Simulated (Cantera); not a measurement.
Input (Python, Cantera) and output of one run.

```python
import numpy as np
import cantera as ct

gas_names = """
    F F2 N NF NF2 NF3 N2 Si SiF SiF2 SiF3 SiF4 SiN Si2 Si2N Si3
""".split()
cond_names = """
    Si(cr) Si(L) Si3N4(a)
""".split()


# ... load() reads the species with a 1 bar reference pressure and builds the phases ...
atoms = {
    'Si': {'Si': 1},
    'NF3': {'N': 1, 'F': 3},
}
top_T = {'Si3N4(a)': 2400}  # K; cautious upper limits of use, not melting points


# ... equilibrate(T, P, feed) seeds the gas with the atoms and calls Mixture.equilibrate('TP', solver="vcs", rtol=1e-11, max_steps=5000) ...
results = []
T = 898  # K
P = 34000  # Pa
for m in [0.67, 1, 1.4, 1.7, 2.1, 2.4, 2.8, 3.1, 3.5, 3.8, 4.2, 4.5]:
    feed = {'Si': 1, 'NF3': m}  # mol
    mix = equilibrate(T, P, feed)
    results.append((T, P, feed, dict(zip(mix.species_names, mix.species_moles))))

top = {s: max(r[3][s] / sum(r[3][g] for g in gas_names) for r in results) for s in gas_names}
cols = sorted((s for s in top if top[s] > 1e-06), key=lambda s: -top[s])[:9]
seen = [c for c in cond_names if any(r[3].get(c, 0) > 1e-12 for r in results)]
print("log10 of partial pressures in bar; condensed amounts in mol")
print(f"{'n(NF3)':>10s}" + "".join(f"{s[:9]:>10s}" for s in cols + seen))
for T, P, feed, n in results:
    ng = sum(n[g] for g in gas_names)
    print(f"{feed['NF3']:10.4g}" + "".join(f"{np.log10(max(n[s] / ng * P / 1e5, 1e-99)):10.3f}" for s in cols)
          + "".join(f"{n.get(c, 0):10.4g}" for c in seen))
```

Result:

```
log10 of partial pressures in bar; condensed amounts in mol
    n(NF3)      SiF4        F2        N2       NF3         F       NF2      SiF3  Si3N4(a)
      0.67    -0.471   -40.008    -2.650   -60.959   -21.500   -45.927    -6.016    0.1658
         1    -0.628   -39.530    -0.980   -59.407   -21.261   -44.614    -6.412   0.08333
       1.4    -0.724    -1.835    -0.882    -2.814    -2.414    -6.869   -25.356         0
       1.7    -0.839    -1.233    -0.930    -1.936    -2.113    -6.292   -25.771         0
       2.1    -0.953    -1.040    -0.973    -1.668    -2.016    -6.121   -25.982         0
       2.4    -1.022    -0.970    -0.996    -1.575    -1.981    -6.062   -26.086         0
       2.8    -1.099    -0.913    -1.020    -1.501    -1.953    -6.017   -26.192         0
       3.1    -1.149    -0.884    -1.033    -1.464    -1.938    -5.994   -26.256         0
       3.5    -1.208    -0.856    -1.047    -1.429    -1.924    -5.973   -26.329         0
       3.8    -1.248    -0.840    -1.056    -1.409    -1.916    -5.962   -26.377         0
       4.2    -1.296    -0.823    -1.066    -1.389    -1.908    -5.950   -26.433         0
       4.5    -1.328    -0.813    -1.072    -1.377    -1.903    -5.943   -26.471         0
```

Equilibrium computed with Cantera from the NASA thermochemical tables; the gas is ideal and each condensed phase is pure.
